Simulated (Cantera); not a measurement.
A Cantera script and what it prints.

```python
import numpy as np
import cantera as ct

gas_names = """
    H HNO HNO2 HNO3 HO2 H2 H2O H2O2 N NH NH2 NH3 NH2OH NO NO2 NO3 N2 N2H2 N2H4 N2O O OH O2 O3 Si SiH
    SiH2 SiH3 SiH4 SiN SiO SiO2 Si2 Si2N Si3
""".split()
cond_names = """
    H2O(s) H2O(L) Si(cr) Si(L) SiO2(Lqz) SiO2(hqz) SiO2(L) Si2N2O(s) Si3N4(a)
""".split()


# ... load() reads the species with a 1 bar reference pressure and builds the phases ...
atoms = {
    'Si2H6': {'Si': 2, 'H': 6},
    'H2O': {'H': 2, 'O': 1},
    'N2': {'N': 2},
}
top_T = {'Si2N2O(s)': 2100, 'Si3N4(a)': 2400}  # K; cautious upper limits of use, not melting points


# ... equilibrate(T, P, feed) seeds the gas with the atoms and calls Mixture.equilibrate('TP', solver="vcs", rtol=1e-11, max_steps=5000) ...
results = []
feed = {'Si2H6': 1, 'H2O': 3.7, 'N2': 2.4}  # mol
P = 100000  # Pa
for T in [1423, 1523, 1623, 1723, 1823, 1923, 2023, 2123]:
    mix = equilibrate(T, P, feed)
    results.append((T, P, feed, dict(zip(mix.species_names, mix.species_moles))))

top = {s: max(r[3][s] / sum(r[3][g] for g in gas_names) for r in results) for s in gas_names}
cols = sorted((s for s in top if top[s] > 0.001), key=lambda s: -top[s])[:8]
seen = [c for c in cond_names if any(r[3].get(c, 0) > 1e-12 for r in results)]
print("log10 of partial pressures in bar; condensed amounts in mol")
print(f"{'T/K':>10s}" + "".join(f"{s[:9]:>10s}" for s in cols + seen))
for T, P, feed, n in results:
    ng = sum(n[g] for g in gas_names)
    print(f"{T:10.4g}" + "".join(f"{np.log10(max(n[s] / ng * P / 1e5, 1e-99)):10.3f}" for s in cols)
          + "".join(f"{n.get(c, 0):10.4g}" for c in seen))
```

Output:

```
log10 of partial pressures in bar; condensed amounts in mol
       T/K        H2        N2       SiO       H2O         H SiO2(hqz)   SiO2(L) Si2N2O(s)
      1423    -0.128    -0.593    -6.401    -3.514    -5.242     1.798         0    0.1009
      1523    -0.128    -0.593    -5.192    -3.418    -4.700     1.798         0    0.1011
      1623    -0.128    -0.593    -4.135    -3.335    -4.225     1.797         0    0.1012
      1723    -0.129    -0.593    -3.206    -3.265    -3.803         0     1.795   0.09976
      1823    -0.131    -0.593    -2.386    -3.212    -3.429         0     1.784   0.08943
      1923    -0.142    -0.593    -1.654    -3.175    -3.097         0     1.727   0.03347
      2023    -0.150    -0.594    -1.469    -2.670    -2.797         0      1.68         0
      2123    -0.157    -0.597    -1.405    -2.111    -2.524         0     1.627         0
```

Method: chemical equilibrium by Gibbs-energy minimisation in Cantera with the NASA 1993 tables (ideal gas, pure condensed phases). The feed counts by its element totals alone. N2 is the only nitrogen source here; it is nearly inert below about 1500 K, so the nitride shown seldom forms there in practice. Mutual solubility and eutectic melting of coexisting phases are not modelled. The tables hold silica as quartz up to 1696 K and as liquid above; real silica turns to tridymite and cristobalite and melts near 1996 K.
